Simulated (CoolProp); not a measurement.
Saturated liquid density (kg/m³) of fluorine: the reference equation beside estimates from Tc = 144.4 K, pc = 5240 kPa, ω = 0.045. Rackett uses Z = 0.29056 − 0.08775 ω.

Computed with CoolProp (reference Helmholtz-energy equation of state, de Reuck 1990).

```tsv
T (K)	reference	Rackett	van der Waals	Redlich-Kwong	Soave-Redlich-Kwong	Peng-Robinson
106.9	…	…	911.8	1310	1309	1483
110.5	1301	…	888.9	1269	1269	1438
114	1268	1288	865.3	1227	…	1392
117.5	1234	1253	840.2	1182	1184	1342
121	1197	1216	813.3	1133	1136	1287
124.6	1155	1175	783.3	1079	1083	1226
128.1	1111	1131	751.3	1022	1026	1160
131.6	1061	1081	715.6	958.1	962.9	1087
135.1	1002	1024	…	885.5	…	1002
138.7	925.0	950.5	623.3	796.2	800.5	895.5
142.2	813.9	844.9	553.9	678.2	681.1	754.5
```

Task: Some entries are withheld; supply them.

Result: 
- 106.9, reference: 1333
- 106.9, Rackett: 1354
- 110.5, Rackett: 1321
- 114, Soave-Redlich-Kwong: 1228
- 135.1, van der Waals: 674.6
- 135.1, Soave-Redlich-Kwong: 890.4

Absolute difference from the reference over all 11 rows, mean and median: Rackett 2.0 and 1.7 %, van der Waals 32.1 and 32.1 %, Redlich-Kwong 7.6 and 6.6 %, Soave-Redlich-Kwong 7.3 and 6.2 %, Peng-Robinson 6.5 and 7.3 %.
